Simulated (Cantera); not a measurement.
Input: 1 mol Fe, 2.5 mol SO2, 28 mol CO, equilibrated at 1898 K and 0.000420 bar.

Method: chemical equilibrium by Gibbs-energy minimisation in Cantera with the NASA 1993 tables (ideal gas, pure condensed phases). Candidate condensed phases: C, Fe, Fe(CO)5, FeO, FeS, FeSO4, FeS2, Fe2O3, Fe2(SO4)3, Fe3O4, S; 25 gas species. Equilibrium is a limit: real reactors are often held back by kinetics, nucleation or transport.

Base state: CO 0.812, CO2 0.0874, Fe 0.0319, SO2 0.0246, SO 0.0238, S2 0.0118, S 0.00833, FeO 0.000222 (mole fractions); condensed: gas only.

Question: What changes in the equilibrium state with this change: SO2 from 2.5 to 1.1 mol?

Answer: 
```tsv
species	before	after
CO	0.812	0.885
CO2	0.0874	0.0519
Fe	0.0319	0.0333
SO2	0.0246	0.00570
SO	0.0238	0.0101
S2	0.0118	0.00720
S2O	3.74e-5	1.25e-5
O	4.05e-5	2.20e-5
FeO	0.000222	0.000127
S	0.00833	0.00651
COS	5.09e-5	4.34e-5
```

Question: What changes in the equilibrium state with this change: SO2 from 2.5 to 0.45 mol?

Answer: 
| species | before | after |
|---|---|---|
| CO | 0.812 | 0.928 |
| Fe | 0.0319 | 0.0340 |
| CO2 | 0.0874 | 0.0256 |
| SO2 | 0.0246 | 0.000862 |
| SO | 0.0238 | 0.00325 |
| S2 | 0.0118 | 0.00336 |
| S2O | 3.74e-5 | 2.74e-6 |
| O | 4.05e-5 | 1.04e-5 |
| FeO | 0.000222 | 6.07e-5 |
| S | 0.00833 | 0.00445 |

Question: What changes in the equilibrium state with this change: CO from 28 to 6.4 mol?

Answer: 
```csv
species,before,after
CO,0.812,0.520
SO2,0.0246,0.156
CO2,0.0874,0.135
Fe,0.0319,0.101
SO,0.0238,0.0626
S2,0.0118,0.0140
FeO,0.000222,0.00169
O2,7.99e-6,4.66e-5
S2O,3.74e-5,0.000107
O,4.05e-5,9.77e-5
```
